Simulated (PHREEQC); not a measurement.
0.096 g of hydrous ferric oxide (600 m²/g; 0.2 weak and 0.005 strong sites per Fe, Dzombak-Morel constants, diffuse double layer) in 1 kg of water with 0.1 mol/kgw of an inert sodium salt and 1.2e-06 mol BaCl2 and 6.5e-05 mol Ag2SO4, at 25 °C; the pH is set by adding NaOH or the inert anion's acid. Oxygen alone is held at its pressure in air (log pO2 = -0.68). The system is closed to CO2. No solid was allowed to form.

The series has 13 steps of pH, from 3 to 11.

All values are PHREEQC results (ion-association model, wateq4f.dat), not measurements.

Q: Near which pH is half of the Ba sorbed, and on which side is more sorbed?

A: Near pH 10.5, with more sorbed at higher pH.

Q: Near which pH is half of the S sorbed, and on which side is more sorbed?

A: Near pH 5.0, with more sorbed at lower pH.

Q: Near which pH is half of the Ag sorbed, and on which side is more sorbed?

A: Near pH 9.3, with more sorbed at higher pH.

The oxide is taken as insoluble; below pH 4 it would dissolve.
